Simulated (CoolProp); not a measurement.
Water at 518.98 K and 1.81 MPa is compressed adiabatically to 5.13 MPa with isentropic efficiency 0.9. Each further row changes one setting.

Model: reference Helmholtz-energy equation of state, Wagner 2002, in CoolProp.

```
case             work (kJ/kg)  final temperature (K)  final density (kg/m³)
---------------  ------------  ---------------------  ---------------------
as stated                 290                  671.9                   17.8
efficiency 1              261                  660.3                   18.2
efficiency 0.65           402                  717.9                   16.4
```
